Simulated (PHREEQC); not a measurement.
Solution (25 °C): 21 mmol/kgw CuSO4, 0.23 mmol/kgw HCl and 0.21 mmol/kgw FeCl3. Closed to the air; pH follows from the charge balance.

The numbers come from PHREEQC with the ion-association model, phreeqc.dat.

This is a speciation only: nothing precipitates in the calculation.

**Question.** Order these Fe species by the share of Fe that they hold, largest first: FeOH+2, Fe+3, Fe(SO4)2-, FeSO4+, Fe(OH)2+.

**Answer.** FeSO4+ (36 %), FeOH+2 (30 %), Fe(OH)2+ (26 %), Fe(SO4)2- (4.8 %), Fe+3 (2.0 %)

The pH is 3.67 and the ionic strength 0.0540 mol/kgw. Saturation is exceeded, for instance for Fe(OH)3(a), Hematite (slow to form); the values hold only as long as no solid forms.
